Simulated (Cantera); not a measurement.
An isothermal, constant-pressure homogeneous reactor starts with H2 : O2 = 0.021 : 1 (molar parts), equivalence ratio 0.011, at 1300 K and 0.0267 bar.

Computed with Cantera and GRI-Mech 3.0 (53 species, 325 reactions). Radical loss at walls, strong at low pressure, is not modelled.

x: mole fraction; the columns are a selection and need not sum to one.

```tsv
t (s)	x H2	x O2	x H	x HO2	x O	x H2O	x H2O2
0.000300	0.0206	0.979	5.92e-8	___	2.91e-7	2.87e-7	6.83e-11
0.000757	0.0205	0.979	4.24e-6	___	2.20e-5	2.61e-5	4.59e-10
0.00191	0.00139	0.963	0.00194	___	0.0142	0.0165	1.37e-7
0.00482	0.000153	0.962	0.00120	___	0.0154	0.0188	5.90e-8
0.0122	0.000127	0.965	0.000887	2.10e-6	0.0126	0.0191	5.73e-8
0.0307	8.27e-5	0.970	0.000459	___	0.00809	0.0196	5.26e-8
0.0775	3.65e-5	0.975	0.000132	___	0.00351	0.0201	4.15e-8
0.195	1.05e-5	0.978	2.01e-5	___	0.000998	0.0205	2.52e-8
0.493	2.33e-6	0.979	2.11e-6	___	0.000221	0.0207	1.13e-8
1.24	5.02e-7	0.979	2.12e-7	___	4.77e-5	0.0207	4.07e-9
3.14	1.21e-7	0.979	2.53e-8	___	1.16e-5	0.0208	1.35e-9
7.93	3.52e-8	0.979	3.98e-9	___	3.37e-6	0.0208	4.72e-10
20.0	1.45e-8	0.979	1.06e-9	___	1.39e-6	0.0208	2.25e-10
```

Q: Fill in the missing entries.

A: 
- 0.000300, x HO2: 6.44e-8
- 0.000757, x HO2: 2.33e-7
- 0.00191, x HO2: 3.11e-6
- 0.00482, x HO2: 2.28e-6
- 0.0307, x HO2: 1.73e-6
- 0.0775, x HO2: 1.14e-6
- 0.195, x HO2: 5.47e-7
- 0.493, x HO2: 1.91e-7
- 1.24, x HO2: 5.80e-8
- 3.14, x HO2: 2.19e-8
- 7.93, x HO2: 1.67e-8
- 20.0, x HO2: 2.01e-8
